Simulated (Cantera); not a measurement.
Input: 1 mol Fe, 1.2 mol CO2, 6.2 mol CO, equilibrated at 1.00 bar.

These are equilibrium values from Cantera (NASA tables, ideal gas, pure condensed phases), not measurements of a reactor. Candidate condensed phases: C, Fe, Fe(CO)5, FeO, Fe2O3, Fe3O4; 15 gas species. Each liquid is taken as pure. Mutual solubility and eutectic melting of coexisting phases are not modelled. The tables' stoichiometric FeO is somewhat more stable than real wüstite, so its field is too wide. FeO: taken at fixed stoichiometry. Equilibrium is a limit: real reactors are often held back by kinetics, nucleation or transport.

log p: log10 of the partial pressure in bar; n: condensed amount in mol.

| T (K) | log p CO | log p CO2 | log p Fe | log p FeO | n Fe(α) | n Fe(γ) | n FeO(s) | n FeO(l) | n Fe(δ) | n Fe(l) |
|---|---|---|---|---|---|---|---|---|---|---|
| 1150 | -0.08 | -0.79 | -11.07 | <-12 | 1.00 | 0 | 0 | 0 | 0 | 0 |
| 1250 | -0.08 | -0.79 | … | <-12 | 0 | 1.000 | … | 0 | 0 | 0 |
| 1350 | -0.07 | -0.82 | -8.37 | -11.53 | 0 | 0.924 | 0.0761 | 0 | 0 | 0 |
| 1450 | -0.07 | -0.84 | … | … | 0 | 0.859 | … | 0 | 0 | 0 |
| 1550 | -0.06 | -0.87 | -6.38 | -9.04 | 0 | 0.803 | 0.197 | 0 | 0 | 0 |
| 1650 | -0.06 | -0.89 | -5.57 | -8.04 | 0 | 0.755 | 0 | 0.245 | 0 | 0 |
| 1750 | -0.05 | -0.95 | -4.86 | -7.19 | 0 | 0 | 0 | 0.362 | 0.638 | 0 |
| 1850 | -0.05 | -0.99 | -4.23 | -6.44 | 0 | 0 | 0 | 0.443 | 0 | 0.557 |
| 1950 | -0.04 | -1.02 | -3.69 | -5.77 | 0 | 0 | 0 | 0.491 | 0 | 0.507 |

### Question
Complete the blanks.

### Answer

- 1250, log p Fe: -9.61
- 1250, n FeO(s): 0.000309
- 1450, log p Fe: -7.30
- 1450, log p FeO: -10.20
- 1450, n FeO(s): 0.141
